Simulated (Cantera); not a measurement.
A perfectly stirred reactor is fed with H2 : O2 : N2 = 0.46 : 1 : 0.97 (molar parts), at 31000 Pa; it is held at 1050 K, and followed from long to short residence time.

Computed with Cantera and GRI-Mech 3.0 (53 species, 325 reactions). The temperature is held fixed by assumption; the heat of reaction is taken as removed at once.

x: mole fraction; the columns are a selection and need not sum to one.

```
τ (s)          x H2   x O2     x NO2   x H2O2        x NO
-------  ----------  -----  --------  -------  ----------
9.0        0.000174  0.350   6.24e-9  6.03e-7     1.95e-8
3.1        0.000368  0.350   3.93e-9  1.42e-6     1.48e-8
1.1        0.000731  0.350   2.18e-9  2.95e-6     1.13e-8
0.38        0.00139  0.350   1.12e-9  5.14e-6     9.04e-9
0.13        0.00252  0.351  6.58e-10  7.35e-6     9.15e-9
0.046    (withheld)  0.351  4.98e-10  8.84e-6  (withheld)
0.016       0.00716  0.352  4.27e-10  9.49e-6     2.17e-8
0.0056       0.0117  0.353  3.65e-10  9.55e-6     3.89e-8
0.0020       0.0188  0.355  2.94e-10  9.51e-6     6.78e-8
0.00068  (withheld)  0.358  2.16e-10  9.61e-6  (withheld)
0.00024      0.0484  0.363  1.47e-10  9.48e-6     1.74e-7
```

Q: Complete the blanks.

A: 
- 0.046, x H2: 0.00429
- 0.046, x NO: 1.27e-8
- 0.00068, x H2: 0.0306
- 0.00068, x NO: 1.15e-7
